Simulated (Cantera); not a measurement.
A perfectly stirred reactor is fed with 57.5 % CH4, 42.5 % CO2, at 2.00 bar; it is held at 1873 K, and followed from long to short residence time.

Model: GRI-Mech 3.0 (53 species, 325 reactions), integrated in Cantera.

One state of this run: x CH4 = 0.143; x CO2 = 0.166; x O2 = 3.78e-10; x C2H4 = 0.00411; x H2O = 0.127. x: mole fraction; the columns are a selection and need not sum to one.

**Question.** Which value of τ (s) does it belong to?
A. 0.00094
B. 0.69
C. 0.10
D. 0.0024

**Answer.** D, 0.0024
